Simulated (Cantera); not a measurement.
Charge: 1 mol Si, 0.62 mol HCl, 8.6 mol H2, at 370000 Pa.

Cantera equilibrium calculation (NASA polynomials, part measured and part estimated; ideal gas, pure solids and liquids). Candidate condensed phases: Si; 19 gas species. The tables' values for SiCl3 are old estimates; treat these amounts as uncertain. Kinetics and transport are ignored. All values below are at 577 °C.

Base state: H2 0.978, SiHCl3 0.0118, SiCl4 0.00722, SiH2Cl2 0.00169, HCl 0.000995, SiH3Cl 5.75e-5, SiCl3 1.11e-5 (mole fractions); condensed: Si(s).

Q: What changes in the equilibrium state with this change: H2 from 8.6 to 1.4 mol?

A: 
```csv
species,before,after
H2,0.978,0.901
SiCl4,0.00722,0.0472
SiHCl3,0.0118,0.0462
SiCl3,1.11e-5,4.53e-5
SiH2Cl2,0.00169,0.00397
HCl,0.000995,0.00153
SiH3Cl,5.75e-5,8.12e-5
"Si(s), mol",0.813,0.821
```

Q: What changes in the equilibrium state with this change: pressure from 370000 Pa to 2100000 Pa?

A: 
```tsv
species	before	after
H2	0.978	0.977
SiHCl3	0.0118	0.0138
SiCl4	0.00722	0.00499
SiH2Cl2	0.00169	0.00334
SiH3Cl	5.75e-5	0.000192
SiCl3	1.11e-5	5.44e-6
HCl	0.000995	0.000588
Si(s), mol	0.813	0.799
```
